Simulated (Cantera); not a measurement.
An isothermal, constant-pressure homogeneous reactor starts with 42.0 % CH4, 46.2 % CO2, 11.3 % H2, 0.387 % H2O, at 1450 K and 160000 Pa.

Cantera simulation using GRI-Mech 3.0 (53 species, 325 reactions); the numbers are that mechanism's predictions, not measurements.

x: mole fraction; the columns are a selection and need not sum to one.

```json
[
 {"t (s)": "1.00e-5", "x CH4": "0.420", "x CO2": "0.462", "x H2": "0.113", "x CH2O": "2.75e-12", "x HCO": "<1e-12", "x C2H6": "9.25e-10"},
 {"t (s)": "5.01e-5", "x CH4": "0.420", "x CO2": "0.462", "x H2": "0.113", "x CH2O": "2.94e-10", "x HCO": "<1e-12", "x C2H6": "1.15e-7"},
 {"t (s)": "0.000251", "x CH4": "0.420", "x CO2": "0.462", "x H2": "0.114", "x CH2O": "2.23e-8", "x HCO": "<1e-12", "x C2H6": "8.86e-6"},
 {"t (s)": "0.00126", "x CH4": "0.420", "x CO2": "0.462", "x H2": "0.114", "x CH2O": "?", "x HCO": "1.35e-11", "x C2H6": "?"},
 {"t (s)": "0.00632", "x CH4": "0.419", "x CO2": "0.462", "x H2": "0.114", "x CH2O": "1.02e-6", "x HCO": "6.87e-11", "x C2H6": "0.000419"},
 {"t (s)": "0.0317", "x CH4": "0.411", "x CO2": "0.456", "x H2": "0.117", "x CH2O": "1.23e-6", "x HCO": "1.04e-10", "x C2H6": "0.000555"},
 {"t (s)": "0.159", "x CH4": "?", "x CO2": "0.426", "x H2": "?", "x CH2O": "?", "x HCO": "1.76e-10", "x C2H6": "?"},
 {"t (s)": "0.796", "x CH4": "0.241", "x CO2": "0.296", "x H2": "0.174", "x CH2O": "9.12e-7", "x HCO": "7.33e-10", "x C2H6": "0.000232"},
 {"t (s)": "3.99", "x CH4": "0.0887", "x CO2": "0.117", "x H2": "0.216", "x CH2O": "5.93e-7", "x HCO": "2.76e-9", "x C2H6": "8.00e-5"},
 {"t (s)": "20.0", "x CH4": "0.0824", "x CO2": "0.0784", "x H2": "0.285", "x CH2O": "2.57e-7", "x HCO": "4.35e-9", "x C2H6": "6.32e-5"}
]
```

Q: Complete the blanks.

A: 
- 0.00126, x CH2O: 2.77e-7
- 0.00126, x C2H6: 0.000107
- 0.159, x CH4: 0.371
- 0.159, x H2: 0.137
- 0.159, x CH2O: 1.10e-6
- 0.159, x C2H6: 0.000452
